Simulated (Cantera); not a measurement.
A Cantera script and what it prints.

```python
import numpy as np
import cantera as ct

gas_names = """
    O2 H2O
""".split()
cond_names = """
    Ca(a) CaO(s) CaO2H2(s)
""".split()


# ... load() reads the species with a 1 bar reference pressure and builds the phases ...
species = {s.name: s for s in load("nasa_gas.yaml", gas_names) + load("nasa_condensed.yaml", cond_names)}
T = 650
g = {n: (s.thermo.h(T) - T * s.thermo.s(T)) / (ct.gas_constant * T * np.log(10)) for n, s in species.items()}
valid = cond_names  # the entries whose range holds T


def stable(la, lb):
    # potentials (over RT ln 10) of the two non-metals from log10 p(O2) and log10 p(H2O) in bar
    mu = {}
    mu["O"] = (g["O2"] + la) / 2
    mu["H"] = (g["H2O"] + lb - 1 * mu["O"]) / 2
    cost = {}
    for n in valid:
        c = species[n].composition
        cost[n] = (g[n] - sum(c.get(e, 0) * m for e, m in mu.items())) / c["Ca"]
    return min(cost, key=cost.get)


results = []
for lb in [1, -1.4, -3.8, -6.2, -8.7, -11.1, -13.5, -15.9, -18.3, -20.8, -23.2, -25.6, -28]:
    row = [stable(la, lb) for la in [-26, -24.8, -23.5, -22.3, -21, -19.8, -18.6, -17.3, -16.1, -14.9, -13.6, -12.4, -11.1, -9.9, -8.7, -7.4, -6.2, -5, -3.7, -2.5, -1.2, 0]]
    results.append(row)
    print(f"{lb:6.1f}  " + " ".join(f"{valid.index(n):x}" for n in row))
print("key: " + ", ".join(f"{i:x} {n}" for i, n in enumerate(valid)))
```

It prints:

```
   1.0  2 2 2 2 2 2 2 2 2 2 2 2 2 2 2 2 2 2 2 2 2 2
  -1.4  2 2 2 2 2 2 2 2 2 2 2 2 2 2 2 2 2 2 2 2 2 2
  -3.8  1 1 1 1 1 1 1 1 1 1 1 1 1 1 1 1 1 1 1 1 1 1
  -6.2  1 1 1 1 1 1 1 1 1 1 1 1 1 1 1 1 1 1 1 1 1 1
  -8.7  1 1 1 1 1 1 1 1 1 1 1 1 1 1 1 1 1 1 1 1 1 1
 -11.1  1 1 1 1 1 1 1 1 1 1 1 1 1 1 1 1 1 1 1 1 1 1
 -13.5  1 1 1 1 1 1 1 1 1 1 1 1 1 1 1 1 1 1 1 1 1 1
 -15.9  1 1 1 1 1 1 1 1 1 1 1 1 1 1 1 1 1 1 1 1 1 1
 -18.3  1 1 1 1 1 1 1 1 1 1 1 1 1 1 1 1 1 1 1 1 1 1
 -20.8  1 1 1 1 1 1 1 1 1 1 1 1 1 1 1 1 1 1 1 1 1 1
 -23.2  1 1 1 1 1 1 1 1 1 1 1 1 1 1 1 1 1 1 1 1 1 1
 -25.6  1 1 1 1 1 1 1 1 1 1 1 1 1 1 1 1 1 1 1 1 1 1
 -28.0  1 1 1 1 1 1 1 1 1 1 1 1 1 1 1 1 1 1 1 1 1 1
key: 0 Ca(a), 1 CaO(s), 2 CaO2H2(s)
```

Source: NASA polynomial tables (part measured, part estimated), evaluated in Cantera.
